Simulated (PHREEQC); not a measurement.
A solution holds 0.29 mol/kgw NH4Cl, 0.061 mol/kgw Na2HPO4 and 0.18 mol/kgw KCl, at 25 °C. Closed to the air; pH follows from the charge balance.

Model: ion-association model, phreeqc.dat, run in PHREEQC.

This is a speciation only: nothing precipitates in the calculation.

What pH, ionic strength does the model give?

pH 7.74; ionic strength 0.633 mol/kgw.

In which forms is K present?

K+ 98 %, KHPO4- 1.8 % of the K.
